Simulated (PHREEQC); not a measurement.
Ca(OH)2 is added in steps, without added water, to 1 kg of water holding 0.011 mol/kgw TMAH and 0.037 mol/kgw Na2CO3, at 40 °C. Oxygen alone is held at its pressure in air (log pO2 = -0.68). No CO2 enters from the air. Solids allowed: Aragonite, Portlandite, Nahcolite, Natron. Others were left out.

Base run: PHREEQC, ion-association model, wateq4f.dat. Each further column changes one thing. The table gives Ca in solution (mol/kgw).

| Ca(OH)2 added (mol) | base | all activity coefficients set to 1 | Debye-Hückel limiting law | metal-ligand complexes left out |
|---|---|---|---|---|
| 0 | 0 | 0 | 0 | 0 |
| 0.00925 | 1.02e-5 | 9.13e-6 | 1.26e-5 | ? |
| 0.01619 | 1.08e-5 | ? | 1.40e-5 | ? |
| 0.02544 | 1.30e-5 | ? | 1.83e-5 | 2.40e-6 |
| 0.03238 | 2.03e-5 | ? | 3.28e-5 | ? |
| 0.04163 | 0.00275 | 0.000858 | 0.00466 | 0.00274 |
| 0.04856 | 0.00275 | 0.000858 | 0.00517 | 0.00274 |
| 0.05781 | 0.00275 | 0.000858 | 0.00517 | 0.00274 |
| 0.06475 | 0.00275 | 0.000858 | 0.00517 | 0.00274 |
| 0.074 | 0.00275 | 0.000858 | 0.00517 | 0.00274 |

Problem. Complete the blanks.

Solution. 
- 0.00925, metal-ligand complexes left out: 1.03e-6
- 0.01619, all activity coefficients set to 1: 9.37e-6
- 0.01619, metal-ligand complexes left out: 1.36e-6
- 0.02544, all activity coefficients set to 1: 1.01e-5
- 0.03238, all activity coefficients set to 1: 1.28e-5
- 0.03238, metal-ligand complexes left out: 5.89e-6

(CH3)4N+ isn't in the database: it is added as a free cation with an ion size of 4 Å. Away from 25 °C the constants follow the database's enthalpies or fits; those with neither stay at their 25 °C values.
